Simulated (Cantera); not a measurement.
**Diamond growth**

A diamond (100) surface in a fixed gas of H2 with x(CH4) = 0.0093, x(H) = 0.0034, x(CH3) = 2.7e-05, at 1050 K; coverages are run to steady state.

Model: the Harris–Goodwin 1993 mechanism for the reconstructed diamond (100) surface, integrated in Cantera.

```json
[
 {"P (Pa)": "560", "growth (µm/h)": "0.0391", "θ c6HH": "0.553", "θ c6H*": "0.0228", "θ c6*H": "0.409", "θ c6**": "0.0132", "θ c6HM": "0.00133"},
 {"P (Pa)": "1000", "growth (µm/h)": "0.0940", "θ c6HH": "0.553", "θ c6H*": "0.0228", "θ c6*H": "0.408", "θ c6**": "0.0132", "θ c6HM": "0.00183"},
 {"P (Pa)": "1900", "growth (µm/h)": "0.228", "θ c6HH": "0.552", "θ c6H*": "0.0228", "θ c6*H": "0.408", "θ c6**": "0.0132", "θ c6HM": "0.00236"},
 {"P (Pa)": "3500", "growth (µm/h)": "0.489", "θ c6HH": "0.552", "θ c6H*": "0.0228", "θ c6*H": "0.408", "θ c6**": "0.0132", "θ c6HM": "0.00277"},
 {"P (Pa)": "6300", "growth (µm/h)": "0.966", "θ c6HH": "0.552", "θ c6H*": "0.0228", "θ c6*H": "0.408", "θ c6**": "0.0132", "θ c6HM": "0.00305"},
 {"P (Pa)": "12000", "growth (µm/h)": "1.95", "θ c6HH": "0.552", "θ c6H*": "0.0229", "θ c6*H": "0.408", "θ c6**": "0.0132", "θ c6HM": "0.00324"},
 {"P (Pa)": "21000", "growth (µm/h)": "3.52", "θ c6HH": "0.552", "θ c6H*": "0.0229", "θ c6*H": "0.407", "θ c6**": "0.0132", "θ c6HM": "0.00335"},
 {"P (Pa)": "39000", "growth (µm/h)": "6.67", "θ c6HH": "0.552", "θ c6H*": "0.0230", "θ c6*H": "0.407", "θ c6**": "0.0132", "θ c6HM": "0.00341"}
]
```
θ: site fractions in the mechanism's names (c6HH fully hydrogenated, c6H* and c6*H radical sites, c6** diradical, c6HM methylated).
